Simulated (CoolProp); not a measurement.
Saturation properties of decamethyltetrasiloxane (MD2M) (Tc = 599.4 K, pc = 1.144 MPa, ω = 0.635).

Model: reference Helmholtz-energy equation of state, Thol 2017, in CoolProp.

```
T (K)   p (MPa)  liquid density (kg/m³)  vapour density (kg/m³)  enthalpy of vaporisation (kJ/kg)  liquid cp (kJ/(kg K))
-----  --------  ----------------------  ----------------------  --------------------------------  ---------------------
389.4  0.009049                   756.2                  0.8783                             157.5                  1.941
409.1   0.01869                   735.2                   1.742                             150.8                  1.985
428.8   0.03535                   713.3                   3.185                             144.0                  2.029
448.5   0.06216                   690.5                   5.456                             136.9                  2.072
468.2    0.1028                   666.2                   8.867                             129.6                  2.116
487.9    0.1616                   640.3                   13.83                             121.7                  2.161
507.6    0.2434                   612.2                   20.91                             113.1                  2.210
527.3    0.3536                   581.1                   30.96                             103.5                  2.266
547      0.4987                   545.8                   45.49                             92.39                  2.339
566.7    0.6871                   503.0                   67.81                             78.52                  2.469
586.3    0.9313                   441.2                   109.5                             57.61                  2.929
```

It boils at 467.6 K under 1 atm.
